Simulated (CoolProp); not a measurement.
R365MFC along the isotherm 226.85 °C: Z from the reference equation and from simpler models built on Tc = 186.9 °C, pc = 32.66 bar, ω = 0.377; each cubic takes its own stable root.

Computed with CoolProp (reference Helmholtz-energy equation of state, Lemmon 2016).

```csv
p (bar),phase,reference
5.44,gas,0.9528
10.9,gas,0.9037
16.3,gas,0.8534
21.8,gas,0.8004
27.2,gas,0.7465
32.7,supercritical,0.6899
38.1,supercritical,0.6326
43.6,supercritical,0.5723
49,supercritical,0.5110
54.4,supercritical,0.4520
59.9,supercritical,0.4126
65.3,supercritical,0.4004
70.8,supercritical,0.4027
76.2,supercritical,0.4116
81.7,supercritical,0.4241
```

How far does each simpler model (van der Waals, Redlich-Kwong, Soave-Redlich-Kwong, Peng-Robinson) lie from the reference over these 15 states: mean and median of the absolute difference, and the worst?


- van der Waals: mean 9.0 %, median 6.7 %, worst +22.6 % at 226.85 °C and 81.7 bar
- Redlich-Kwong: mean 4.3 %, median 3.7 %, worst -12.8 % at 226.85 °C and 49 bar
- Soave-Redlich-Kwong: mean 6.8 %, median 2.5 %, worst +16.2 % at 226.85 °C and 70.8 bar
- Peng-Robinson: mean 3.1 %, median 2.5 %, worst +7.4 % at 226.85 °C and 65.3 bar
